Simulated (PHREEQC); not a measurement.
**Alkaline etch or developer: an equilibrium model**

A solution holds 0.0094 mol/kgw NH3 and 0.015 mol/kgw Na2CO3, at 90 °C. Closed to the air; pH follows from the charge balance.

Computed with PHREEQC (ion-association model, wateq4f.dat).

```
Property                  Result
----------------  --------------
pH                          9.88
ionic strength    0.0242 mol/kgw
total alkalinity     39.4 meq/kg
```

```csv
species,molality,activity,log γ
Na+,0.0212,0.0179,-0.073
NH3,0.00934,0.00934,0.000
NaCO3-,0.00881,0.00748,-0.071
OH-,0.00334,0.00280,-0.077
HCO3-,0.00325,0.00276,-0.071
CO3-2,0.00292,0.00152,-0.283
NH4+,6.15e-5,5.18e-5,-0.074
NaHCO3,2.76e-5,2.77e-5,0.002
CO2,8.69e-7,8.74e-7,0.002
```

This is a speciation only: nothing precipitates in the calculation. Constants without temperature data keep their 25 °C values here.
